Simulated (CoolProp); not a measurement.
Properties of n-octane at several states.

Model: reference Helmholtz-energy equation of state, Beckmüller 2019, in CoolProp.

```
T (K)  p (MPa)   phase         Z  cp (kJ/(kg K))  expansivity (1/kK)
-----  -------  ------  --------  --------------  ------------------
246.2    0.181  liquid   0.01365           2.061               1.063
270.1   0.0332  liquid  0.002342             ___                 ___
450.5     1.52  liquid       ___           2.890                 ___
323.8   0.0167  liquid  0.001046           2.325                 ___
487.8   0.0109     gas    0.9973           2.464               2.070
308.6     7.26  liquid    0.4639             ___                 ___
```

Task: Complete the blanks.

Result: 
- 270.1, cp (kJ/(kg K)): 2.133
- 270.1, expansivity (1/kK): 1.101
- 450.5, Z: 0.08250
- 450.5, expansivity (1/kK): 1.967
- 323.8, expansivity (1/kK): 1.227
- 308.6, cp (kJ/(kg K)): 2.255
- 308.6, expansivity (1/kK): 1.109
